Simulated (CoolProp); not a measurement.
Carbon dioxide along the isotherm -51.55 °C: density (kg/m³) from the reference equation and from simpler models built on Tc = 31.0 °C, pc = 7377 kPa, ω = 0.224; each cubic takes its own stable root.

Computed with CoolProp (reference Helmholtz-energy equation of state, Span 1996).

```csv
p (kPa),phase,reference
6150,liquid,1172
12300,liquid,1185
18400,liquid,1196
```

Question: How far does each simpler model (van der Waals, Redlich-Kwong, Peng-Robinson) lie from the reference over these 3 states: mean and median of the absolute difference, and the worst?

Answer: 
- van der Waals: mean 36.2 %, median 36.1 %, worst -37.3 % at -51.55 °C and 6150 kPa
- Redlich-Kwong: mean 9.7 %, median 9.7 %, worst -10.4 % at -51.55 °C and 6150 kPa
- Peng-Robinson: mean 4.9 %, median 4.9 %, worst +5.1 % at -51.55 °C and 18400 kPa
